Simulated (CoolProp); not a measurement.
Vapour pressure (MPa) of R1336mzz(E): the reference equation beside estimates from Tc = 403.5 K, pc = 2.779 MPa, ω = 0.413. Clausius-Clapeyron is anchored at 324.8 K with a constant enthalpy of vaporisation of 21.10 kJ/mol.

Model: reference Helmholtz-energy equation of state, Akasaka 2023, in CoolProp.

```csv
T (K),reference,Lee-Kesler,Clausius-Clapeyron,van der Waals,Redlich-Kwong,Soave-Redlich-Kwong,Peng-Robinson
238.6,0.01227,0.01224,0.02684,0.2217,0.04871,0.01235,0.01286
255.8,0.03211,0.03198,0.05487,0.3292,0.09909,0.03209,0.03278
273,0.07234,0.07223,0.1025,0.4670,0.1810,0.07222,0.07278
290.3,0.1455,0.1457,0.1784,0.6395,0.3048,0.1456,0.1453
307.5,0.2655,0.2663,0.2908,0.8474,0.4786,0.2667,0.2645
324.8,0.4514,0.4526,0.4514,1.096,0.7137,0.4553,0.4499
342,0.7206,0.7216,0.6686,1.384,1.016,0.7296,0.7200
359.2,1.096,1.097,0.9538,1.715,1.395,1.113,1.099
376.5,1.608,1.609,1.319,2.093,1.862,1.633,1.618
393.7,2.287,2.291,1.771,2.516,2.418,2.310,2.301
```

Absolute difference from the reference over all 10 rows, mean and median: Lee-Kesler 0.2 and 0.2 %, Clausius-Clapeyron 32.4 and 20.3 %, van der Waals 406.8 and 181.0 %, Redlich-Kwong 99.3 and 69.2 %, Soave-Redlich-Kwong 0.8 and 0.8 %, Peng-Robinson 1.0 and 0.5 %.
